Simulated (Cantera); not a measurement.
Dilute partial oxidation

A perfectly stirred reactor is fed with CH3OH : O2 : N2 : H2 = 0.0046 : 0.015 : 1 : 0.0022 (molar parts), equivalence ratio 0.53, at 1.01 bar; it is held at 1423 K, and followed from long to short residence time.

Computed with Cantera and GRI-Mech 3.0 (53 species, 325 reactions). GRI-Mech 3.0 was tuned for natural gas; its chemistry of methanol as a main component is partial and can be far from experiment.

| τ (s) | x CH3OH | x O2 | x N2O | x O | x C2H2 |
|---|---|---|---|---|---|
| 0.40 | 9.70e-7 | 0.00686 | 5.46e-7 | 2.63e-5 | <1e-12 |
| 0.17 | 1.55e-6 | 0.00688 | 4.92e-7 | 4.48e-5 | <1e-12 |
| 0.076 | 2.34e-6 | 0.00691 | 4.22e-7 | 7.33e-5 | <1e-12 |
| 0.033 | 3.52e-6 | 0.00698 | 3.48e-7 | 0.000120 | <1e-12 |
| 0.014 | 5.29e-6 | 0.00710 | 2.82e-7 | 0.000192 | <1e-12 |
| 0.0063 | 7.86e-6 | 0.00728 | 2.31e-7 | 0.000285 | 3.01e-12 |
| 0.0027 | 1.27e-5 | 0.00759 | 1.87e-7 | 0.000397 | 1.64e-11 |
| 0.0012 | 2.21e-5 | 0.00802 | 1.49e-7 | 0.000482 | 8.49e-11 |
x: mole fraction; the columns are a selection and need not sum to one.
